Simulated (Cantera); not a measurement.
Input (Python, Cantera) and output of one run.

```python
import numpy as np
import cantera as ct

gas_names = """
    CL CL2 H HCL H2 Si SiCL SiCL2 SiCL3 SiCL4 SiH SiHCL3 SiH2 SiH2CL2 SiH3 SiH3CL SiH4 Si2 Si3
""".split()
cond_names = """
    Si(cr) Si(L)
""".split()


# ... load() reads the species with a 1 bar reference pressure and builds the phases ...
atoms = {
    'SiH2Cl2': {'Si': 1, 'H': 2, 'CL': 2},
    'HCl': {'H': 1, 'CL': 1},
    'H2': {'H': 2},
}
top_T = {}  # K; cautious upper limits of use, not melting points


# ... equilibrate(T, P, feed) seeds the gas with the atoms and calls Mixture.equilibrate('TP', solver="vcs", rtol=1e-11, max_steps=5000) ...
results = []
feed = {'SiH2Cl2': 1, 'HCl': 0.21, 'H2': 150}  # mol
T = 1273.15  # K
P = 11000  # Pa
mix = equilibrate(T, P, feed)
results.append((T, P, feed, dict(zip(mix.species_names, mix.species_moles))))
x = sorted(zip(gas.X, gas.species_names), reverse=True)
print(f"T = {T:g} K  P = {P:g} Pa  gas = {mix.phase_moles(0):.4g} mol")
print("   x: " + "  ".join(f"{s} {v:.3e}" for v, s in x if v > 0.0001))
print("   condensed (mol): " + ("  ".join(f"{mix.phase(i).name} {mix.phase_moles(i):.4g}"
      for i in range(1, mix.n_phases) if mix.phase_moles(i) > 1e-12) or "none"))
```

Output:

```
T = 1273.15 K  P = 11000 Pa  gas = 152.2 mol
   x: H2 9.861e-01  HCL 1.332e-02  SiCL2 4.652e-04
   condensed (mol): Si(cr) 0.9151
```

Equilibrium computed with Cantera from the NASA thermochemical tables; the gas is ideal and each condensed phase is pure. The tables' values for SiCl3 are old estimates; treat these amounts as uncertain.
